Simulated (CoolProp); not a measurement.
Saturation properties of acetone.

Values from CoolProp's reference Helmholtz-energy equation of state, Lemmon 2006. It is a short technical equation, of lower accuracy than the large ones.

| T (K) | p (MPa) | liquid density (kg/m³) | surface tension (mN/m) |
|---|---|---|---|
| 358.2 | 0.2490 | 713.4 | 15.4 |
| 375.8 | 0.3983 | 690.3 | 13.3 |
| 393.4 | 0.6083 | 665.6 | 11.3 |
| 411 | 0.8934 | 639.0 | 9.28 |
| 428.6 | 1.270 | 609.9 | 7.36 |
| 446.2 | 1.755 | 577.1 | 5.51 |
| 463.8 | 2.370 | 539.0 | 3.74 |
| 481.4 | 3.140 | 491.9 | 2.08 |

It boils at 329.2 K under 1 atm.

Surface tension comes from a separate correlation (Mulero 2012).
